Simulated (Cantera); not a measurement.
Feed: 1 mol Cu, 2.9 mol HF, 1.2 mol H₂, held at 0.200 bar.

Equilibrium computed with Cantera from the NASA thermochemical tables; the gas is ideal and each condensed phase is pure. Candidate condensed phases: Cu, CuF₂; 15 gas species. Kinetics and transport are ignored.

Task: Which condensed phases are stable at each of these points (T (K)): 798, 848, 898, 948, 998, 1048, 1098, 1148, 1198, 1248, 1298, 1348, 1398?

Result: 
```json
[
 {"T (K)": "798", "condensed phases": "Cu(s)", "Cu condensed (%)": "100.0"},
 {"T (K)": "848", "condensed phases": "Cu(s)", "Cu condensed (%)": "100.0"},
 {"T (K)": "898", "condensed phases": "Cu(s)", "Cu condensed (%)": "100.0"},
 {"T (K)": "948", "condensed phases": "Cu(s)", "Cu condensed (%)": "100.0"},
 {"T (K)": "998", "condensed phases": "Cu(s)", "Cu condensed (%)": "100.0"},
 {"T (K)": "1048", "condensed phases": "Cu(s)", "Cu condensed (%)": "100.0"},
 {"T (K)": "1098", "condensed phases": "Cu(s)", "Cu condensed (%)": "100.0"},
 {"T (K)": "1148", "condensed phases": "Cu(s)", "Cu condensed (%)": "100.0"},
 {"T (K)": "1198", "condensed phases": "Cu(s)", "Cu condensed (%)": "100.0"},
 {"T (K)": "1248", "condensed phases": "Cu(s)", "Cu condensed (%)": "100.0"},
 {"T (K)": "1298", "condensed phases": "Cu(s)", "Cu condensed (%)": "100.0"},
 {"T (K)": "1348", "condensed phases": "Cu(s)", "Cu condensed (%)": "100.0"},
 {"T (K)": "1398", "condensed phases": "Cu(l)", "Cu condensed (%)": "100.0"}
]
```

From 798 K to 1348 K the condensed part is Cu(s). At 1398 K the condensed part is Cu(l).
